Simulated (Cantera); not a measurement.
Charge: 1 mol CF4, 0.9 mol Si, 0.066 mol F2, held at 13.0 Pa.

Equilibrium computed with Cantera from the NASA thermochemical tables; the gas is ideal and each condensed phase is pure. Candidate condensed phases: C, Si, SiC; 23 gas species. The tables' values for SiF3 are old estimates; treat these amounts as uncertain. Gases not in the tables: C2F6 and larger saturated fluorocarbons. The numbers say what is thermodynamically allowed, not how fast it happens.

x: gas mole fraction; n: condensed amount in mol.

| T (K) | x SiF4 | x F | x CF4 | x CF2 | x CF3 | x CF | n C(graphite) |
|---|---|---|---|---|---|---|---|
| 900 | 0.871 | 4.46e-11 | 0.129 | 3.88e-10 | 3.22e-10 | <1e-12 | 0.867 |
| 1000 | 0.871 | ___ | 0.129 | ___ | ___ | <1e-12 | 0.867 |
| 1100 | 0.871 | 9.59e-8 | 0.129 | 3.73e-7 | 8.30e-8 | <1e-12 | 0.867 |
| 1200 | 0.871 | 1.71e-6 | 0.129 | 4.86e-6 | 6.62e-7 | 9.40e-12 | 0.867 |
| 1300 | 0.871 | 1.96e-5 | 0.129 | 4.25e-5 | 3.83e-6 | 4.00e-10 | 0.867 |
| 1400 | 0.871 | 0.000158 | 0.129 | 0.000271 | 1.72e-5 | 9.93e-9 | 0.867 |
| 1500 | 0.870 | ___ | 0.128 | ___ | ___ | ___ | 0.867 |
| 1600 | 0.866 | 0.00470 | 0.124 | 0.00534 | 0.000191 | 1.80e-6 | 0.865 |
| 1700 | 0.851 | 0.0186 | 0.112 | 0.0174 | 0.000482 | 1.49e-5 | 0.863 |
| 1800 | 0.813 | 0.0598 | 0.0823 | 0.0443 | 0.000928 | 9.21e-5 | 0.859 |
| 1900 | 0.742 | 0.146 | 0.0343 | 0.0757 | 0.00106 | 0.000404 | 0.865 |

Some entries are withheld; supply them.


- 1500, x F: 0.000968
- 1500, x CF2: 0.00134
- 1500, x CF3: 6.27e-5
- 1500, x CF: 1.60e-7
- 1000, x F: 3.03e-9
- 1000, x CF2: 1.70e-8
- 1000, x CF3: 6.83e-9
